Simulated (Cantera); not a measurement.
A Cantera script and its output.

```python
import numpy as np
import cantera as ct

surf = ct.Interface("ptcombust.yaml", "Pt_surf")
gas = surf.adjacent["gas"]
gas.TPX = 650, 46000, {'CO': 0.002, 'O2': 0.012, 'N2': 0.79, 'H2O': 0.056}
surf.TP = 650, 46000
reactor = ct.FlowReactor(gas, clone=False)
reactor.area = 0.0001  # m2
reactor.surface_area_to_volume_ratio = 3900  # 1/m
reactor.mass_flow_rate = 2 * reactor.area * gas.density  # inlet velocity 2 m/s
reactor.energy_enabled = False
wall = ct.ReactorSurface(surf, reactor, clone=False)
net = ct.ReactorNet([reactor])
net.rtol, net.atol = 1e-8, 1e-16
show, cover = ['CO', 'O2', 'H2O', 'CO2'], ['PT(S)', 'H(S)', 'O(S)', 'OH(S)', 'CO(S)', 'C(S)']

rows = []
print(f"{'z/m':>9s}{'u/(m/s)':>9s}" + "".join(f"{s:>13s}" for s in show + cover))
for z in [4.3e-05, 9.2e-05, 0.0002, 0.00043, 0.00092, 0.002, 0.0043]:
    net.advance(z)
    rows.append([reactor.speed, *gas[show].X, *surf[cover].coverages])
    print(f"{z:9.4g}{rows[-1][0]:9.3g}" + "".join(f"{x:13.4e}" for x in rows[-1][1:]))
```

It prints:

```
      z/m  u/(m/s)           CO           O2          H2O          CO2        PT(S)         H(S)         O(S)        OH(S)        CO(S)         C(S)
  4.3e-05        2   2.2117e-03   1.3897e-02   6.5120e-02   1.1404e-04   7.5275e-02   6.1214e-08   1.3321e-02   1.5450e-03   9.0981e-01   2.5311e-13
  9.2e-05        2   2.0710e-03   1.3828e-02   6.5125e-02   2.5485e-04   7.9042e-02   6.2704e-08   1.4699e-02   1.6631e-03   9.0455e-01   2.3946e-13
   0.0002        2   1.6967e-03   1.3643e-02   6.5137e-02   6.2962e-04   9.2775e-02   6.7640e-08   2.0430e-02   2.1244e-03   8.8462e-01   1.9776e-13
  0.00043        2   7.2699e-04   1.3164e-02   6.5168e-02   1.6005e-03   2.9773e-02   1.7941e-09   9.6025e-01   8.2527e-03   1.7050e-03   2.6026e-18
  0.00092        2   6.2042e-04   1.3112e-02   6.5172e-02   1.7072e-03   2.0485e-02   1.0178e-09   9.7194e-01   6.8872e-03   6.8073e-04   7.0634e-19
    0.002        2   5.0582e-04   1.3055e-02   6.5176e-02   1.8219e-03   1.6528e-02   7.3577e-10   9.7690e-01   6.2023e-03   3.5950e-04   2.9944e-19
   0.0043        2   3.7450e-04   1.2990e-02   6.5180e-02   1.9534e-03   1.4026e-02   5.7429e-10   9.8005e-01   5.7230e-03   1.9109e-04   1.3464e-19
```

Computed with Cantera and Deutschmann's 1995 Pt surface mechanism with GRI-Mech 3.0 gas chemistry. Catalytic surfaces can have several steady states; this one follows from the mechanism file's or the stated starting coverage. Mass transfer to the wall is taken as infinitely fast.
